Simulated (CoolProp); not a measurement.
R11 along the isotherm 408 K: fugacity coefficient from the reference equation and from simpler models built on Tc = 471.1 K, pc = 4.408 MPa, ω = 0.189; each cubic takes its own stable root.

Values from CoolProp's reference Helmholtz-energy equation of state, Jacobsen 1992.

```
p (MPa)   phase  reference  van der Waals  Redlich-Kwong  Soave-Redlich-Kwong  Peng-Robinson
-------  ------  ---------  -------------  -------------  -------------------  -------------
0.157       gas     0.9811         0.9851         0.9818               0.9811         0.9795
0.315       gas     0.9622         0.9702         0.9636               0.9621         0.9591
0.472       gas     0.9433         0.9553         0.9455               0.9434         0.9389
0.63        gas     0.9243         0.9404         0.9274               0.9245         0.9188
0.787       gas     0.9054         0.9255         0.9095               0.9059         0.8989
0.944       gas     0.8865         0.9107         0.8916               0.8872         0.8790
1.1         gas     0.8676            ___         0.8738               0.8687         0.8594
1.26        gas     0.8481         0.8807         0.8556               0.8497         0.8393
1.42        gas     0.8285         0.8655         0.8373               0.8307         0.8193
1.57        gas     0.8098         0.8512         0.8202               0.8128            ___
1.73     liquid     0.7580         0.8358         0.8018               0.7677         0.7491
1.89     liquid     0.6978         0.8203         0.7744               0.7071            ___
2.05     liquid     0.6469         0.8046         0.7186               0.6559         0.6391
2.2      liquid     0.6060         0.7898         0.6737               0.6148         0.5986
```

Q: What belongs in the gaps?

A: 
- 1.1, van der Waals: 0.8959
- 1.57, Peng-Robinson: 0.8004
- 1.89, Peng-Robinson: 0.6895

At some of these states van der Waals, Redlich-Kwong gives the other phase, because its saturation line lies elsewhere.
